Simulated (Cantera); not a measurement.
A closed system holds: 1 mol SiCl4, 1.5 mol N2, 54 mol H2, 0.12 mol NH3, at 133 Pa.

Cantera equilibrium calculation (NASA polynomials, part measured and part estimated; ideal gas, pure solids and liquids). Candidate condensed phases: NH4Cl, Si, Si3N4; 28 gas species. The tables' values for SiCl, SiCl3, SiN are old estimates; treat these amounts as uncertain. Gases not in the tables: Si2H6 and higher silanes. Kinetics and transport are ignored.

x: gas mole fraction; n: condensed amount in mol.

| T (°C) | x H2 | x HCl | x N2 | x H | x SiCl2 | x Si | n Si3N4(s) | n Si(s) | n Si(l) |
|---|---|---|---|---|---|---|---|---|---|
| 1025 | 0.915 | 0.0678 | 0.0164 | 2.81e-5 | 0.00104 | 2.37e-9 | 0.313 | 0 | 0 |
| 1125 | 0.916 | 0.0609 | 0.0186 | 0.000124 | 0.00437 | 2.14e-7 | 0.249 | 0 | 0 |
| 1225 | 0.912 | 0.0509 | 0.0270 | 0.000450 | 0.00910 | 7.53e-6 | 0 | 0.471 | 0 |
| 1325 | 0.912 | 0.0501 | 0.0270 | ? | 0.00947 | ? | 0 | 0.444 | 0 |
| 1425 | 0.909 | 0.0494 | 0.0269 | 0.00378 | 0.00966 | 0.000493 | 0 | 0 | 0.400 |
| 1525 | 0.902 | 0.0504 | 0.0268 | ? | ? | ? | 0 | 0 | ? |
| 1625 | 0.884 | 0.0515 | 0.0265 | 0.0201 | 0.00734 | 0.00830 | 0 | 0 | 0 |

Question: Complete the blanks.

Answer: 
- 1325, x H: 0.00139
- 1325, x Si: 7.01e-5
- 1525, x H: 0.00916
- 1525, x SiCl2: 0.00875
- 1525, x Si: 0.00231
- 1525, n Si(l): 0.322
